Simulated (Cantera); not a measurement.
Iron carbonyl, mercury and lead vapours: Pb + H2 + N2

Feed: 1 mol Pb, 0.053 mol H2, 41 mol N2, held at 170000 Pa.

Method: chemical equilibrium by Gibbs-energy minimisation in Cantera with the NASA 1993 tables (ideal gas, pure condensed phases). Candidate condensed phases: Pb; 11 gas species. Rates play no part.

```
T (K)   x N2      x Pb     x H2    x NH3  n Pb(s)  n Pb(l)
-----  -----  --------  -------  -------  -------  -------
575    0.999    <1e-12  0.00128  5.08e-6     1.00        0
675    0.999  1.99e-10  0.00129  1.03e-6        0     1.00
775    0.999   1.46e-8  0.00129  3.05e-7        0    1.000
875    0.999   3.97e-7  0.00129  1.17e-7        0    1.000
975    0.999   5.39e-6  0.00129  5.44e-8        0    1.000
1075   0.999   4.47e-5  0.00129  2.88e-8        0    0.998
1175   0.998  0.000256  0.00129  1.70e-8        0    0.989
1275   0.998   0.00111  0.00129  1.08e-8        0    0.954
1375   0.995   0.00386  0.00129  7.30e-9        0    0.841
1475   0.987    0.0113  0.00128  5.15e-9        0    0.530
```
x: gas mole fraction; n: condensed amount in mol.

At 575 K the condensed part is Pb(s). From 675 K to 1475 K the condensed part is Pb(l).
